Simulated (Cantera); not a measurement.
# Halide evaporation, hydrolysis and transport: LiCl + H2O + H2

Input: 1 mol LiCl, 0.47 mol H2O, 0.11 mol H2, held at 1802 °C.

Cantera equilibrium calculation (NASA polynomials, part measured and part estimated; ideal gas, pure solids and liquids). Candidate condensed phases: H2O, Li, LiCl, LiH, LiOH, Li2O; 25 gas species. Equilibrium is a limit: real reactors are often held back by kinetics, nucleation or transport.

| P (Pa) | log p LiCl | log p H | log p H2O | log p Li | log p Cl | log p O | log p H2 | log p HCl | log p O2 | log p OH | log p LiOH | log p Li2Cl2 |
|---|---|---|---|---|---|---|---|---|---|---|---|---|
| 0.100 | -6.76 | -6.48 | -8.47 | -6.78 | -6.81 | -6.91 | -7.80 | -8.00 | -7.94 | -8.09 | -9.78 | -15.07 |
| 0.560 | -5.75 | -5.84 | -6.65 | -6.24 | -6.34 | -6.35 | -6.54 | -6.90 | -6.83 | -6.90 | -8.05 | -13.05 |
| 3.20 | -4.84 | -5.39 | -5.38 | -5.73 | -5.94 | -5.99 | -5.62 | -6.04 | -6.11 | -6.08 | -6.72 | -11.22 |
| 18 | -4.01 | -5.02 | -4.42 | -5.27 | -5.57 | -5.77 | -4.89 | -5.31 | -5.67 | -5.49 | -5.67 | -9.57 |
| 100 | -3.24 | -4.66 | -3.60 | -4.85 | -5.22 | -5.66 | -4.18 | -4.60 | -5.45 | -5.03 | -4.78 | -8.02 |
| 560 | -2.47 | -4.29 | -2.82 | -4.43 | -4.87 | -5.63 | -3.43 | -3.88 | -5.39 | -4.62 | -3.97 | -6.49 |
| 3200 | -1.71 | -3.91 | -2.06 | -4.03 | -4.51 | -5.63 | -2.66 | -3.14 | -5.39 | -4.24 | -3.18 | -4.97 |
| 18000 | -0.96 | -3.53 | -1.30 | -3.64 | -4.15 | -5.63 | -1.91 | -2.40 | -5.40 | -3.87 | -2.42 | -3.47 |
| 100000 | -0.22 | -3.15 | -0.56 | -3.27 | -3.79 | -5.64 | -1.16 | -1.66 | -5.40 | -3.49 | -1.67 | -1.99 |
log p: log10 of the partial pressure in bar; nothing condenses.

From 1.00e-6 bar to 1.00 bar nothing is condensed. The main Li-bearing gas is LiCl throughout.
